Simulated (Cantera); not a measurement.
An isothermal, constant-pressure homogeneous reactor starts with 5.56 % C2H4, 94.4 % H2, at 1750 K and 0.0987 atm.

Computed with Cantera and GRI-Mech 3.0 (53 species, 325 reactions). GRI-Mech 3.0 was tuned for natural gas; its chemistry of ethylene as a main component is partial and can be far from experiment. GRI-Mech 3.0 stops at C3 and has no aromatics, soot or wall deposition, so with more carbon than oxygen in the feed, carbon stays in small species such as C2H2 where larger ones or solid carbon would form.

x: mole fraction; the columns are a selection and need not sum to one.

```json
[
 {"t (s)": "3.00e-6", "x C2H4": "0.0555", "x H2": "0.944", "x C2H": "<1e-12", "x CH2": "1.34e-12", "x CH3": "4.75e-12", "x C2H2": "2.32e-5", "x C2H6": "2.70e-10"},
 {"t (s)": "1.05e-5", "x C2H4": "0.0555", "x H2": "0.944", "x C2H": "<1e-12", "x CH2": "1.41e-11", "x CH3": "8.41e-11", "x C2H2": "8.12e-5", "x C2H6": "1.84e-9"},
 {"t (s)": "3.67e-5", "x C2H4": "0.0553", "x H2": "0.944", "x C2H": "2.99e-12", "x CH2": "9.06e-11", "x CH3": "6.93e-10", "x C2H2": "0.000285", "x C2H6": "8.77e-9"},
 {"t (s)": "0.000128", "x C2H4": "0.0545", "x H2": "0.944", "x C2H": "3.72e-11", "x CH2": "3.78e-10", "x CH3": "3.63e-9", "x C2H2": "0.00101", "x C2H6": "4.05e-8"},
 {"t (s)": "0.000448", "x C2H4": "0.0517", "x H2": "0.945", "x C2H": "4.71e-10", "x CH2": "1.32e-9", "x CH3": "1.70e-8", "x C2H2": "0.00365", "x C2H6": "1.81e-7"},
 {"t (s)": "0.00157", "x C2H4": "0.0412", "x H2": "0.945", "x C2H": "5.44e-9", "x CH2": "3.29e-9", "x CH3": "5.82e-8", "x C2H2": "0.0136", "x C2H6": "5.02e-7"},
 {"t (s)": "0.00548", "x C2H4": "(withheld)", "x H2": "0.946", "x C2H": "(withheld)", "x CH2": "(withheld)", "x CH3": "(withheld)", "x C2H2": "(withheld)", "x C2H6": "(withheld)"},
 {"t (s)": "0.0191", "x C2H4": "0.000211", "x H2": "0.947", "x C2H": "1.23e-7", "x CH2": "2.51e-10", "x CH3": "4.22e-7", "x C2H2": "0.0524", "x C2H6": "1.00e-8"},
 {"t (s)": "0.0669", "x C2H4": "0.000165", "x H2": "0.947", "x C2H": "2.73e-7", "x CH2": "1.21e-9", "x CH3": "1.30e-6", "x C2H2": "0.0524", "x C2H6": "1.07e-8"},
 {"t (s)": "0.234", "x C2H4": "0.000164", "x H2": "0.947", "x C2H": "2.82e-7", "x CH2": "2.71e-9", "x CH3": "3.07e-6", "x C2H2": "0.0524", "x C2H6": "1.09e-8"},
 {"t (s)": "0.818", "x C2H4": "0.000163", "x H2": "0.946", "x C2H": "2.80e-7", "x CH2": "7.47e-9", "x CH3": "8.86e-6", "x C2H2": "0.0522", "x C2H6": "1.23e-8"},
 {"t (s)": "2.86", "x C2H4": "0.000162", "x H2": "0.946", "x C2H": "2.78e-7", "x CH2": "1.81e-8", "x CH3": "2.20e-5", "x C2H2": "0.0518", "x C2H6": "2.06e-8"},
 {"t (s)": "10.0", "x C2H4": "0.000162", "x H2": "0.946", "x C2H": "2.77e-7", "x CH2": "(withheld)", "x CH3": "(withheld)", "x C2H2": "0.0517", "x C2H6": "(withheld)"}
]
```

Task: What belongs in the gaps?

Result: 
- 0.00548, x C2H4: 0.0143
- 0.00548, x C2H: 2.99e-8
- 0.00548, x CH2: 2.22e-9
- 0.00548, x CH3: 1.21e-7
- 0.00548, x C2H2: 0.0390
- 0.00548, x C2H6: 3.21e-7
- 10.0, x CH2: 2.24e-8
- 10.0, x CH3: 2.72e-5
- 10.0, x C2H6: 2.59e-8
